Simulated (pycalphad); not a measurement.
Phase fractions of Al-1.82Si-2.84Mg (at.%)

CALPHAD calculation (pycalphad, COST 507 light-alloy database (1999)), 1 atm. These are 1990s assessments: newer ones move some temperatures and phases. Amounts are mole fractions of atoms. Kinetics are ignored, which matters at the lower temperatures.

```tsv
T (°C)	LIQUID	FCC_A1	MG2SI	DIAMOND_A4
677	1.000	-	-	-
627	0.615	0.385	-	-
577	0.021	0.954	0.025	-
527	-	0.967	0.033	-
477	-	0.963	0.037	-
427	-	0.959	0.040	0.002
377	-	0.956	0.041	0.003
327	-	0.955	0.042	0.003
277	-	0.954	0.042	0.004
227	-	0.954	0.042	0.004
177	-	0.953	0.043	0.004
127	-	0.953	0.043	0.004
77	-	0.953	0.043	0.004
```

Database names, with the compositions (at.%) that they take in these runs: MG2SI: Mg 67 Si 33. FCC_A1 is fcc; DIAMOND_A4 is diamond (Si).
